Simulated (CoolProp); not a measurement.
Values from CoolProp's reference Helmholtz-energy equation of state, Lemmon 2006. It is a short technical equation, of lower accuracy than the large ones.

### Question
For nitrous oxide, give the phase and the density (kg/m³), cp (kJ/(kg K)), isothermal compressibility (1/MPa), expansivity (1/kK) at 301.4 K and 264 bar; 377.8 K and 264 bar.

### Answer
- 301.4 K and 264 bar: liquid; density 922, cp 1.85, isothermal compressibility 0.00506, expansivity 3.81
- 377.8 K and 264 bar: supercritical; density 616, cp 2.06, isothermal compressibility 0.0233, expansivity 6.62
